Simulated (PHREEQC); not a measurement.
PHREEQC input (ion-association model, wateq4f.dat):

```
SOLUTION_MASTER_SPECIES
  An  An-  0  An  62.0  # stands for a non-complexing anion
SOLUTION_SPECIES
  An- = An-
    -log_k 0
    -gamma 3.0 0
  PO4-3 + 3H+ = H3PO4  # constants of phreeqc.dat
    -log_k 21.721
    -delta_h -10.1 kJ
PHASES
  Fix_H+
    H+ = H+
    -log_k 0
SOLUTION 1
  temp 25
  units mmol/kgw
  pH 7 charge
  P 0.59
  Na 5.59
  An 5
END
SELECTED_OUTPUT 1
  -reset false
  -pH true
  -pe true
  -ionic_strength true
  -water true
  -totals Na P
  -molalities Hfo_wOH Hfo_wOH2+ Hfo_wO- Hfo_sOH Hfo_sOH2+ Hfo_sO- Hfo_wH2PO4 Hfo_wHPO4- Hfo_wPO4-2
USER_PUNCH 1
  -headings sigma psi
  10 PUNCH EDL("sigma", "Hfo"), EDL("psi", "Hfo")
PRINT
  -reset false
USE solution 1
SURFACE 1
  Hfo_wOH 0.0047191 600 2.1
  Hfo_sOH 0.000117978
EQUILIBRIUM_PHASES 1
  Fix_H+ -3 HAn 10
    -force_equality true
  O2(g) -0.68 10
END
# ... the last block is repeated for the other 16 points of pH, with NaOH or the acid as the point needs
```

Selected output (columns that matter, 12 of 17 rows; pH added in front):

```
pH	mu	Na	P	m_Hfo_wOH	m_Hfo_wOH2+	m_Hfo_wO-	m_Hfo_sOH	m_Hfo_sOH2+	m_Hfo_sO-	m_Hfo_wH2PO4	m_Hfo_wHPO4-	m_Hfo_wPO4-2	sigma	psi
3	0.0083468	0.0055899	7.7757e-10	0.00043158	0.0036963	1.1544e-06	1.2331e-05	0.00010561	3.2983e-08	0.00014729	0.00042215	2.0547e-05	0.2556	0.1986
3.38	0.0074832	0.0055899	5.2709e-10	0.00077969	0.0033452	4.1631e-06	2.2278e-05	9.558e-05	1.1895e-07	8.1074e-05	0.00046385	4.5069e-05	0.22075	0.19388
4.12	0.0066197	0.0055899	4.8511e-10	0.0015822	0.0025241	2.2721e-05	4.5208e-05	7.212e-05	6.4918e-07	2.891e-05	0.00044484	0.00011624	0.14517	0.17553
4.5	0.0063433	0.0055899	6.0861e-10	0.0019424	0.0021464	4.0269e-05	5.5499e-05	6.1327e-05	1.1506e-06	1.8674e-05	0.00041483	0.00015649	0.11016	0.16248
5.25	0.0059757	0.0055899	1.4011e-09	0.0024382	0.0016061	8.4794e-05	6.9664e-05	4.5889e-05	2.4228e-06	9.5395e-06	0.00035549	0.00022497	0.058152	0.1314
5.62	0.0058587	0.0055899	2.4765e-09	0.0025881	0.001434	0.00010701	7.3948e-05	4.0972e-05	3.0575e-06	7.5027e-06	0.0003324	0.00025009	0.040765	0.11396
6.38	0.005708	0.0055899	1.1e-08	0.0027673	0.0012177	0.00014408	7.9069e-05	3.4791e-05	4.1166e-06	5.3811e-06	0.0003002	0.00028441	0.018017	0.074923
6.75	0.005664	0.0055899	2.7772e-08	0.0028158	0.0011561	0.00015711	8.0454e-05	3.3033e-05	4.489e-06	4.8562e-06	0.00029033	0.00029478	0.01131	0.054814
7.5	0.0056047	0.0055899	3.2063e-07	0.0028783	0.0010744	0.00017664	8.2234e-05	3.0696e-05	5.0467e-06	4.206e-06	0.00027659	0.00030888	0.0022272	0.012894
7.88	0.0055816	0.0055899	1.43e-06	0.0029039	0.001041	0.00018558	8.2943e-05	2.9733e-05	5.3007e-06	3.9471e-06	0.00027029	0.00031433	-0.0014644	-0.0085452
8.62	0.0055545	0.0055899	2.8967e-05	0.002995	0.00094569	0.0002173	8.4979e-05	2.6832e-05	6.1655e-06	3.0931e-06	0.00024046	0.00031747	-0.0096762	-0.049061
9	0.0055931	0.00559	0.00010419	0.0031295	0.00083513	0.00026865	8.7216e-05	2.3274e-05	7.4871e-06	2.0526e-06	0.00018881	0.00029495	-0.015044	-0.067218
```

Species that the database lacks are ignored. H3PO4, which wateq4f.dat lacks, is added to it with the constant of phreeqc.dat. The oxide is taken as insoluble; below pH 4 it would dissolve.
